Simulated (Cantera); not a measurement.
An adiabatic, constant-pressure homogeneous reactor starts with 5.81 % CH3OH, 19.8 % O2, 74.4 % N2, equivalence ratio 0.44, at 1625 K and 32000 Pa.

Model: GRI-Mech 3.0 (53 species, 325 reactions), integrated in Cantera. GRI-Mech 3.0 was tuned for natural gas; its chemistry of methanol as a main component is partial and can be far from experiment.

Task: Predict: time of steepest temperature rise; temperature at 2.00 s; equilibrium temperature; x(O2) at 2.00 s; x(HO2) at 2.00 s; x(O) at 2.00 s.

Result: 
| Property | Value |
|---|---|
| time of steepest temperature rise | 0.338 ms |
| temperature at 2.00 s | 2411 K |
| equilibrium temperature | 2411 K |
| x(O2) at 2.00 s | 0.0993 (gas-phase equilibrium 0.0993) |
| x(HO2) at 2.00 s | 4.89e-6 (gas-phase equilibrium 4.89e-6) |
| x(O) at 2.00 s | 0.00516 (gas-phase equilibrium 0.00516) |
